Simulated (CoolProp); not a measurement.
Dodecamethylcyclohexasiloxane (D6) along the isobar 8.98 bar: density (kg/m³) from the reference equation and from simpler models built on Tc = 645.8 K, pc = 9.614 bar, ω = 0.736; each cubic takes its own stable root.

Computed with CoolProp (reference Helmholtz-energy equation of state, Colonna 2008). It is a short technical equation, of lower accuracy than the large ones.

```tsv
T (K)	phase	reference	Soave-Redlich-Kwong	Peng-Robinson
440.5	liquid	___	748.3	842.6
454.3	liquid	795.3	735.8	829.1
468.1	liquid	778.6	___	814.6
481.9	liquid	761.3	___	799.0
495.7	liquid	743.6	693.0	782.1
509.6	liquid	725.1	___	763.7
523.4	liquid	___	658.4	743.7
537.2	liquid	685.7	638.8	721.9
551	liquid	664.2	617.4	697.7
564.8	liquid	641.1	593.6	___
578.6	liquid	615.8	566.8	640.2
592.4	liquid	587.5	536.2	605.1
606.2	liquid	554.6	500.0	563.3
620	liquid	514.2	___	510.6
```

Complete the blanks.


- 440.5, reference: 811.8
- 468.1, Soave-Redlich-Kwong: 722.6
- 481.9, Soave-Redlich-Kwong: 708.3
- 509.6, Soave-Redlich-Kwong: 676.3
- 523.4, reference: 705.9
- 564.8, Peng-Robinson: 670.7
- 620, Soave-Redlich-Kwong: 454.7
